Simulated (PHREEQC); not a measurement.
Make-up at 5.3 °C: 1.1 mol/kgw Na2SO4 and 2.8e-05 mol/kgw H4SiO4. Closed to the air; pH follows from the charge balance.

The numbers come from PHREEQC with the Pitzer model, pitzer.dat.

```tsv
quantity	before	after
pH	7.39	6.98
ionic strength (mol/kgw)	3.30	3.30
```

Q: What was changed between the two runs?
A) H4SiO4 from 2.8e-05 to 0.00028 mol/kgw
B) Na2SO4 from 1.1 to 0.11 mol/kgw
C) diluted 10-fold with water
D) H4SiO4 left out
E) Na2SO4 left out

A: A, H4SiO4 from 2.8e-05 to 0.00028 mol/kgw

This is a speciation only: nothing precipitates in the calculation. Some of these states are supersaturated (in Mirabilite, for instance). In brines, pH and single-ion activities rest on the MacInnes convention. Constants without temperature data keep their 25 °C values here.
